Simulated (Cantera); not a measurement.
What does this Cantera script print?

```python
import numpy as np
import cantera as ct

gas_names = """
    F F2 H HF H2 H2F2 H3F3 H4F4 H5F5 H6F6 H7F7 Si SiF SiF2 SiF3 SiF4 SiH SiHF3 SiH2 SiH2F2 SiH3 SiH3F
    SiH4 Si2 Si3
""".split()
cond_names = """
    Si(cr) Si(L)
""".split()


def load(file, names, dense=False):
    # The tables refer to 1 bar. Condensed volumes are neglected.
    table = {s.name: s for s in ct.Species.list_from_file(file)}
    out = []
    for n in names:
        d = dict(table[n].input_data)
        d["thermo"] = dict(d["thermo"], **{"reference-pressure": 1e5})
        if dense:
            d["equation-of-state"] = {"model": "constant-volume", "density": "1e6 g/cm^3"}
        out.append(ct.Species.from_dict(d))
    return out


gas = ct.Solution(thermo="ideal-gas", species=load("nasa_gas.yaml", gas_names))
cond = {s.name: ct.Solution(thermo="fixed-stoichiometry", species=[s], name=s.name)
        for s in load("nasa_condensed.yaml", cond_names, dense=True)}
atoms = {
    'Si': {'Si': 1},
    'F2': {'F': 2},
    'H2': {'H': 2},
}
top_T = {}  # K; cautious upper limits of use, not melting points


def equilibrate(T, P, feed):
    n = {}
    for name, mol in feed.items():
        for a, k in atoms[name].items():
            n[a] = n.get(a, 0.0) + k * mol
    gas.TPX = T, P, n
    mass = sum(n.values()) * gas.mean_molecular_weight
    gas.equilibrate("TP")
    valid = [c for c in cond.values() if c.min_temp <= T <= top_T.get(c.name, c.max_temp)]
    mix = ct.Mixture([(gas, mass / gas.mean_molecular_weight)] + [(c, 0.0) for c in valid])
    mix.T, mix.P = T, P
    mix.equilibrate("TP", solver="vcs", rtol=1e-11, max_steps=5000)
    return mix


results = []
feed = {'Si': 1, 'F2': 9.6, 'H2': 22}  # mol
P = 1333.22  # Pa
for T in [523, 723, 923, 1123, 1323, 1523, 1723]:
    mix = equilibrate(T, P, feed)
    results.append((T, P, feed, dict(zip(mix.species_names, mix.species_moles))))
    x = sorted(zip(gas.X, gas.species_names), reverse=True)
    print(f"T = {T:g} K  P = {P:g} Pa  gas = {mix.phase_moles(0):.4g} mol")
    print("   x: " + "  ".join(f"{s} {v:.3e}" for v, s in x if v > 0.001))
    print("   condensed (mol): " + ("  ".join(f"{mix.phase(i).name} {mix.phase_moles(i):.4g}"
          for i in range(1, mix.n_phases) if mix.phase_moles(i) > 1e-12) or "none"))
```

It prints:

```
T = 523 K  P = 1333.22 Pa  gas = 30.6 mol
   x: HF 4.967e-01  H2 4.706e-01  SiF4 3.268e-02
   condensed (mol): none
T = 723 K  P = 1333.22 Pa  gas = 30.6 mol
   x: HF 4.967e-01  H2 4.706e-01  SiF4 3.268e-02
   condensed (mol): none
T = 923 K  P = 1333.22 Pa  gas = 30.6 mol
   x: HF 4.967e-01  H2 4.706e-01  SiF4 3.268e-02
   condensed (mol): none
T = 1123 K  P = 1333.22 Pa  gas = 30.6 mol
   x: HF 4.967e-01  H2 4.706e-01  SiF4 3.268e-02
   condensed (mol): none
T = 1323 K  P = 1333.22 Pa  gas = 30.6 mol
   x: HF 4.967e-01  H2 4.706e-01  SiF4 3.267e-02
   condensed (mol): none
T = 1523 K  P = 1333.22 Pa  gas = 30.6 mol
   x: HF 4.968e-01  H2 4.703e-01  SiF4 3.249e-02
   condensed (mol): none
T = 1723 K  P = 1333.22 Pa  gas = 30.64 mol
   x: HF 4.978e-01  H2 4.685e-01  SiF4 3.097e-02  SiF3 1.573e-03  H 1.081e-03
   condensed (mol): none
```

Cantera equilibrium calculation (NASA polynomials, part measured and part estimated; ideal gas, pure solids and liquids). The tables' values for SiF3, SiF2 are old estimates; treat these amounts as uncertain.
